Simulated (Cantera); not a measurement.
An adiabatic, constant-volume homogeneous reactor starts with H2 : O2 : N2 = 1 : 1.56 : 8.75 (molar parts), equivalence ratio 0.32, at 1348 K and 14.0 bar. Integrator tolerance rtol = 1e-08.

Detailed kinetics in Cantera: the H2/O2 subset of GRI-Mech 3.0, which has no nitrogen chemistry. The hydrogen kinetics of GRI-Mech 3.0 are dated; newer H2 mechanisms differ, most at raised pressure. The pressure lies above the range GRI-Mech 3.0 was tuned for (to about 10 atm).

Problem. What does this change do: initial temperature 1348 to 975 K?

Solution. 
| quantity | before | after |
|---|---|---|
| time of steepest temperature rise | 5.03 µs | 28.4 ms |
| temperature at 0.400 s | 2130 K | 1800 K |
| equilibrium temperature | 2130 K | 1800 K |
| x(H2) at 0.400 s | 4.66e-5 (gas-phase equilibrium 4.66e-5) | 3.22e-6 (gas-phase equilibrium 3.22e-6) |
| x(O2) at 0.400 s | 0.0976 (gas-phase equilibrium 0.0976) | 0.0980 (gas-phase equilibrium 0.0980) |
| x(HO2) at 0.400 s | 5.36e-6 (gas-phase equilibrium 5.36e-6) | 1.40e-6 (gas-phase equilibrium 1.40e-6) |
| x(H2O) at 0.400 s | 0.0917 (gas-phase equilibrium 0.0917) | 0.0924 (gas-phase equilibrium 0.0924) |
| x(O) at 0.400 s | 0.000117 (gas-phase equilibrium 0.000117) | 7.72e-6 (gas-phase equilibrium 7.72e-6) |
| x(H) at 0.400 s | 5.59e-6 (gas-phase equilibrium 5.59e-6) | 1.30e-7 (gas-phase equilibrium 1.30e-7) |
| x(H2O2) at 0.400 s | 3.67e-7 (gas-phase equilibrium 3.67e-7) | 1.28e-7 (gas-phase equilibrium 1.28e-7) |
